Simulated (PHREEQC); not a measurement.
# Arsenic or selenium liquor (model solution)

Consider water at 45 °C with 0.0099 mol H3AsO4, 0.44 mol H3PO4 and 0.052 mol CaCl2 per kg of water. Closed to the air; pH follows from the charge balance.

Equilibrium calculation in PHREEQC: ion-association model, wateq4f.dat.

Each row changes one thing in this solution. Precipitation was switched off in this run.

```json
[
 {"case": "as made", "pH": "1.25", "ionic strength (mol/kgw)": "0.188", "H3PO4 (mol/kgw)": "0.370", "H2PO4- (mol/kgw)": "0.0505", "Ca+2 (mol/kgw)": "0.0329", "CaH2PO4+ (mol/kgw)": "0.0191", "SI of Portlandite (Ca(OH)2)": "-20.86", "SI of Hydroxyapatite (Ca5(PO4)3OH)": "-21.85"},
 {"case": "diluted 2-fold with water", "pH": "1.44", "ionic strength (mol/kgw)": "0.105", "H3PO4 (mol/kgw)": "0.177", "H2PO4- (mol/kgw)": "0.0350", "Ca+2 (mol/kgw)": "0.0176", "CaH2PO4+ (mol/kgw)": "0.00841", "SI of Portlandite (Ca(OH)2)": "-20.67", "SI of Hydroxyapatite (Ca5(PO4)3OH)": "…"},
 {"case": "0.53 mol/kgw KOH added", "pH": "5.82", "ionic strength (mol/kgw)": "0.631", "H3PO4 (mol/kgw)": "5.40e-5", "H2PO4- (mol/kgw)": "0.334", "Ca+2 (mol/kgw)": "0.00933", "CaH2PO4+ (mol/kgw)": "0.0273", "SI of Portlandite (Ca(OH)2)": "-12.40", "SI of Hydroxyapatite (Ca5(PO4)3OH)": "…"},
 {"case": "CaCl2 from 0.052 to 0.078 mol/kgw", "pH": "1.23", "ionic strength (mol/kgw)": "0.257", "H3PO4 (mol/kgw)": "0.365", "H2PO4- (mol/kgw)": "0.0488", "Ca+2 (mol/kgw)": "0.0515", "CaH2PO4+ (mol/kgw)": "…", "SI of Portlandite (Ca(OH)2)": "…", "SI of Hydroxyapatite (Ca5(PO4)3OH)": "-21.33"},
 {"case": "H3PO4 from 0.44 to 0.088 mol/kgw", "pH": "1.62", "ionic strength (mol/kgw)": "0.167", "H3PO4 (mol/kgw)": "0.0598", "H2PO4- (mol/kgw)": "0.0187", "Ca+2 (mol/kgw)": "0.0425", "CaH2PO4+ (mol/kgw)": "…", "SI of Portlandite (Ca(OH)2)": "-20.00", "SI of Hydroxyapatite (Ca5(PO4)3OH)": "-19.93"}
]
```

### Question
What belongs in the gaps?

### Answer

- diluted 2-fold with water, SI of Hydroxyapatite (Ca5(PO4)3OH): -21.91
- 0.53 mol/kgw KOH added, SI of Hydroxyapatite (Ca5(PO4)3OH): +9.12
- CaCl2 from 0.052 to 0.078 mol/kgw, CaH2PO4+ (mol/kgw): 0.0265
- CaCl2 from 0.052 to 0.078 mol/kgw, SI of Portlandite (Ca(OH)2): -20.76
- H3PO4 from 0.44 to 0.088 mol/kgw, CaH2PO4+ (mol/kgw): 0.00948

Complexes and solids missing from the database can't appear. Some of these states are supersaturated (in Hydroxyapatite, for instance). H3PO4, which wateq4f.dat lacks, is added to it with the constant of phreeqc.dat. At this temperature some constants are extrapolated from 25 °C, and those without enthalpy data are left unchanged. The database has no arsenate complexes of Ca.
